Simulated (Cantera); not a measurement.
Charge: 1 mol TEOS, 0.24 mol CO2, 38 mol N2, held at 1975 K and 10.0 mbar.

Cantera equilibrium calculation (NASA polynomials, part measured and part estimated; ideal gas, pure solids and liquids). Candidate condensed phases: C, C6H6, C7H8, C8H18, H2O, Si, SiC, SiO2, Si2N2O, Si3N4; 151 gas species. The feed counts by its element totals alone. Rates play no part.

Base state: N2 0.719, H2 0.184, CO 0.0844, H 0.00587, HCN 0.00486, SiO 0.000741, HNC 0.000264, Si 0.000161 (mole fractions); condensed: C(graphite) + SiC(s).

Question: What changes in the equilibrium state with this change: temperature from 1975 K to 1150 K?

Answer: 
```json
[
 {"species": "N2", "before": "0.719", "after": "0.728"},
 {"species": "H2", "before": "0.184", "after": "0.194"},
 {"species": "CO", "before": "0.0844", "after": "0.0773"},
 {"species": "SiO", "before": "0.000741", "after": "4.14e-9"},
 {"species": "Si", "before": "0.000161", "after": "<1e-9"},
 {"species": "H", "before": "0.00587", "after": "3.29e-7"},
 {"species": "C2H2 (acetylene)", "before": "0.000120", "after": "7.51e-9"},
 {"species": "HNC", "before": "0.000264", "after": "6.02e-8"},
 {"species": "C(graphite), mol", "before": "2.56", "after": "4.26"},
 {"species": "SiC(s), mol", "before": "0.951", "after": "0"},
 {"species": "Si2N2O(s), mol", "before": "0", "after": "0.500"}
]
```
N2 is the only nitrogen source here; it is nearly inert below about 1500 K, so the nitride shown seldom forms there in practice.
